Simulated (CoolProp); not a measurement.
Vapour pressure (kPa) of trans-2-butene: the reference equation beside estimates from Tc = 428.6 K, pc = 4019 kPa, ω = 0.210. Clausius-Clapeyron is anchored at 310.9 K with a constant enthalpy of vaporisation of 20.62 kJ/mol.

Computed with CoolProp (reference Helmholtz-energy equation of state, Lemmon 2005). It is a short technical equation, of lower accuracy than the large ones.

| T (K) | reference | Clausius-Clapeyron | Soave-Redlich-Kwong |
|---|---|---|---|
| 262.8 | 64.62 | ? | 63.17 |
| 274.8 | 104.3 | 120.6 | ? |
| 286.8 | 161.0 | ? | 159.6 |
| 298.9 | 239.7 | 249.6 | 239.0 |
| 310.9 | 343.8 | 343.8 | 344.6 |
| 322.9 | 479.0 | 462.4 | 482.3 |
| 334.9 | ? | 609.0 | 657.8 |
| 347 | 866.0 | 788.4 | 878.8 |
| 359 | 1128 | ? | 1148 |
| 371 | 1445 | 1252 | 1473 |
| 383.1 | 1826 | ? | 1864 |
| 395.1 | 2276 | 1882 | 2321 |

Problem. Complete the blanks.

Solution. 
- 262.8, Clausius-Clapeyron: 79.84
- 274.8, Soave-Redlich-Kwong: 102.7
- 286.8, Clausius-Clapeyron: 175.9
- 334.9, reference: 650.5
- 359, Clausius-Clapeyron: 1001
- 383.1, Clausius-Clapeyron: 1546

Absolute difference from the reference over all 12 rows, mean and median: Clausius-Clapeyron 10.7 and 10.3 %, Soave-Redlich-Kwong 1.4 and 1.5 %.
